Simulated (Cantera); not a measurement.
An isothermal, constant-pressure homogeneous reactor starts with N₂O : H₂ : N₂ = 1 : 0.0051 : 7.4 (molar parts), at 1073 K and 1200 Pa. Integrator tolerance rtol = 1e-08.

Computed with Cantera and GRI-Mech 3.0 (53 species, 325 reactions). GRI-Mech 3.0 was tuned for natural gas; its chemistry of N2O as a main component is partial and can be far from experiment. Radical loss at walls, strong at low pressure, is not modelled. The mechanism lacks the step 2 NO + O2 → 2 NO2, which can matter for NO2 below about 1400 K. The temperature is held fixed by assumption; the heat of reaction is taken as removed at once.

### Question
What does this change do: temperature 1073 to 1198 K?

### Answer
```json
[
 {"quantity": "x(N₂O) at 10.0 s", "before": "0.118 (gas-phase equilibrium 3.45e-10)", "after": "0.110 (gas-phase equilibrium 9.19e-10)"},
 {"quantity": "x(H₂) at 10.0 s", "before": "3.56e-5 (gas-phase equilibrium 1.48e-11)", "after": "3.49e-8 (gas-phase equilibrium 2.71e-10)"},
 {"quantity": "x(H₂O₂) at 10.0 s", "before": "3.63e-10 (gas-phase equilibrium <1e-12)", "after": "2.20e-11 (gas-phase equilibrium <1e-12)"},
 {"quantity": "x(H₂O) at 10.0 s", "before": "0.000571 (gas-phase equilibrium 0.000573)", "after": "0.000603 (gas-phase equilibrium 0.000573)"},
 {"quantity": "x(OH) at 10.0 s", "before": "8.33e-7 (gas-phase equilibrium 7.16e-8)", "after": "2.59e-6 (gas-phase equilibrium 4.80e-7)"},
 {"quantity": "x(HO₂) at 10.0 s", "before": "1.04e-7 (gas-phase equilibrium 2.57e-11)", "after": "4.57e-8 (gas-phase equilibrium 1.22e-10)"},
 {"quantity": "x(NO) at 10.0 s", "before": "3.32e-5 (gas-phase equilibrium 3.75e-5)", "after": "0.000807 (gas-phase equilibrium 0.000109)"}
]
```
